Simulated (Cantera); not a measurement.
Charge: 1 mol Al, 6.2 mol Br2, held at 1248 K.

Cantera equilibrium calculation (NASA polynomials, part measured and part estimated; ideal gas, pure solids and liquids). Candidate condensed phases: Al, AlBr3, Br2; 7 gas species. Kinetics and transport are ignored.

**Question.** At 1.05 Torr, list the 3 most abundant gas species with their mole fractions, and the condensed phases.

**Answer.** Br 0.697, Br2 0.188, AlBr3 0.114. Condensed: gas only.
